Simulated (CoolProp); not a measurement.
The fluid at 808.91 K and 2.2 MPa is throttled through a valve to 0.991 MPa with no heat exchange. The same conditions are run with several fluids, on thermodynamics alone (safety and materials aside).

Values from CoolProp's reference Helmholtz-energy equation of state of each fluid (water: Wagner 2002; carbon dioxide: Span 1996; dry air: Lemmon 2000; oxygen: Schmidt 1985; nitrogen: Span 2000). Blends and air are pseudo-pure fits.

Problem. Rank water, carbon dioxide, dry air, oxygen, nitrogen by temperature change (K), highest first.

Solution. nitrogen (+0.5), dry air (+0.4), oxygen (+0.1), carbon dioxide (-1.1), water (-5.3)

```
fluid           final density (kg/m³)
--------------  ---------------------
water                            2.69
carbon dioxide                   6.49
dry air                          4.25
oxygen                           4.70
nitrogen                         4.11
```

Above 300 K oxygen's equation is extrapolated.
